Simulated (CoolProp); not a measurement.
Computed with CoolProp (reference Helmholtz-energy equation of state, Lemmon 2006). It is a short technical equation, of lower accuracy than the large ones.

**Question.** For R142b, give the phase and the cv (kJ/(kg K)) at 34.75 °C and 1.01 bar.

**Answer.** 
- 34.75 °C and 1.01 bar: gas; cv 0.773
